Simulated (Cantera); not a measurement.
**Equilibrium for silicon carbide growth: (CH3)2SiCl2 + C2H2 + H2**

Input: 1 mol (CH3)2SiCl2, 0.46 mol C2H2, 3.5 mol H2, at 0.133 bar.

Equilibrium computed with Cantera from the NASA thermochemical tables; the gas is ideal and each condensed phase is pure. Candidate condensed phases: C, C6H6, C7H8, C8H18, Si, SiC; 109 gas species. The feed counts by its element totals alone. The tables' values for SiCl, SiCl3 are old estimates; treat these amounts as uncertain. Gases not in the tables: Si2H6 and higher silanes. Equilibrium is a limit: real reactors are often held back by kinetics, nucleation or transport.

| T (°C) | x H2 | x HCl | x H | x SiCl2 | x SiCl4 | x Cl | x C2H2 (acetylene) | n C(graphite) | n SiC(s) |
|---|---|---|---|---|---|---|---|---|---|
| 952 | 0.774 | 0.214 | 7.51e-7 | 0.000283 | 0.00866 | 1.79e-7 | 1.26e-7 | 1.99 | 0.917 |
| 1052 | 0.759 | 0.236 | 3.90e-6 | 0.000677 | 0.00290 | 1.02e-6 | 6.46e-7 | 1.95 | 0.963 |
| 1152 | 0.754 | 0.243 | 1.62e-5 | 0.00127 | 0.000898 | 4.29e-6 | 2.66e-6 | 1.94 | 0.977 |
| 1252 | 0.752 | 0.244 | 5.62e-5 | 0.00208 | 0.000296 | 1.46e-5 | 9.10e-6 | 1.94 | 0.977 |
| 1352 | 0.753 | 0.243 | 0.000168 | 0.00315 | 0.000108 | 4.27e-5 | 2.68e-5 | 1.95 | 0.971 |
| 1452 | 0.753 | 0.241 | 0.000442 | 0.00447 | 4.36e-5 | 0.000109 | 6.94e-5 | 1.96 | 0.961 |
| 1552 | 0.754 | 0.238 | 0.00105 | 0.00604 | 1.91e-5 | 0.000252 | 0.000162 | 1.97 | 0.949 |
| 1652 | 0.755 | 0.234 | 0.00227 | 0.00782 | 8.96e-6 | 0.000530 | 0.000346 | 1.98 | 0.935 |
| 1752 | 0.754 | 0.229 | 0.00458 | 0.00975 | 4.45e-6 | 0.00103 | 0.000683 | 1.99 | 0.920 |
| 1852 | 0.752 | 0.224 | 0.00863 | 0.0118 | 2.32e-6 | 0.00188 | 0.00126 | 2.00 | 0.902 |
| 1952 | 0.747 | 0.217 | 0.0153 | 0.0137 | 1.25e-6 | 0.00323 | 0.00219 | 2.00 | 0.880 |
| 2052 | 0.738 | 0.209 | 0.0259 | 0.0156 | 6.93e-7 | 0.00527 | 0.00361 | 2.01 | 0.849 |
x: gas mole fraction; n: condensed amount in mol.

From 952 °C to 2052 °C the condensed part is C(graphite) + SiC(s). The main Si-bearing gas is SiCl4 at 952 °C and SiCl2 at 2052 °C.
